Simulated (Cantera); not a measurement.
Input: 1 mol SiH₂Cl₂, 7.3 mol N₂, at 13.3 mbar.

Method: chemical equilibrium by Gibbs-energy minimisation in Cantera with the NASA 1993 tables (ideal gas, pure condensed phases). Candidate condensed phases: NH₄Cl, Si, Si₃N₄; 28 gas species. N₂ is the only nitrogen source here; it is nearly inert below about 1500 K, so the nitride shown seldom forms there in practice. Kinetics and transport are ignored.

Problem. What share of the Si ends up in condensed phases as a function of T (K), at 823, 898, 973, 1048, 1123, 1198, 1273, 1348, 1423, 1498, 1573?

Solution. 
```
T (K)  Si condensed (%)        as
-----  ----------------  --------
823                78.5  Si₃N₄(s)
898                80.0  Si₃N₄(s)
973                81.2  Si₃N₄(s)
1048               82.2  Si₃N₄(s)
1123               82.9  Si₃N₄(s)
1198               83.3  Si₃N₄(s)
1273               82.9  Si₃N₄(s)
1348               80.6  Si₃N₄(s)
1423               74.3  Si₃N₄(s)
1498               63.8  Si₃N₄(s)
1573               51.7  Si₃N₄(s)
```
